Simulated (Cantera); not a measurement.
Feed: 1 mol SiC, 0.061 mol H₂O, 900 mol N₂, a varied amount of O₂, at 2200 K and 4.20 Pa.

Equilibrium computed with Cantera from the NASA thermochemical tables; the gas is ideal and each condensed phase is pure. Candidate condensed phases: C, C₆H₆, C₇H₈, C₈H₁₈, H₂O, Si, SiC, SiO₂, Si₂N₂O, Si₃N₄; 151 gas species. Kinetics and transport are ignored.

**Question.** At 0.9 mol O₂, list the 5 most abundant gas species with their mole fractions, and the condensed phases.

**Answer.** N₂ 0.998, CO 0.00111, SiO 0.000954, Si 0.000154, H 0.000135. Condensed: gas only.
